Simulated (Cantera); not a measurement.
Feed: 1 mol NH3, 0.19 mol SO2, held at 0.00100 bar.

Method: chemical equilibrium by Gibbs-energy minimisation in Cantera with the NASA 1993 tables (ideal gas, pure condensed phases). Candidate condensed phases: H2O, H2SO4, S; 35 gas species. Rates play no part. All values below are at 1825 K.

Base state: H2 0.540, N2 0.235, H2O 0.155, S2 0.0295, H 0.0102, SO 0.00951, SO2 0.00708, SH 0.00589 (mole fractions); condensed: gas only.

Question: What changes in the equilibrium state with this change: SO2 from 0.19 to 0.014 mol?

Answer: 
```
species   before    after
-------  -------  -------
H2         0.540    0.722
N2         0.235    0.248
H2O        0.155   0.0137
S2        0.0295  0.00158
H         0.0102   0.0118
SO2      0.00708  7.17e-6
S2O      5.02e-5  1.78e-7
```
